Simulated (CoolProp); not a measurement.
o-xylene at 514.43 K and 1.96 MPa flows at 0.88 m/s in a round tube of 25 mm bore and 15 µm roughness, fully developed (64/Re and Nu = 3.66 if laminar; Colebrook and Gnielinski if turbulent). Each further row changes one setting.

Values from CoolProp's reference Helmholtz-energy equation of state, Zhou 2012.

| case | Reynolds number | Darcy friction factor | pressure drop (Pa/m) | heat-transfer coefficient (W/(m² K)) | mass flow (kg/h) |
|---|---|---|---|---|---|
| as stated | 106000 | 0.0206 | 213 | 1860 | 1040 |
| velocity 1.76 m/s | 212000 | 0.0192 | 794 | … | 2070 |
| diameter 50 mm | 212000 | 0.0176 | 90.9 | … | … |

Question: Fill in the missing entries.

Answer: 
- velocity 1.76 m/s, heat-transfer coefficient (W/(m² K)): 3560
- diameter 50 mm, heat-transfer coefficient (W/(m² K)): 1670
- diameter 50 mm, mass flow (kg/h): 4150

Viscosity comes from a separate model (Cao 2016). Thermal conductivity comes from a separate model (Mylona 2014).
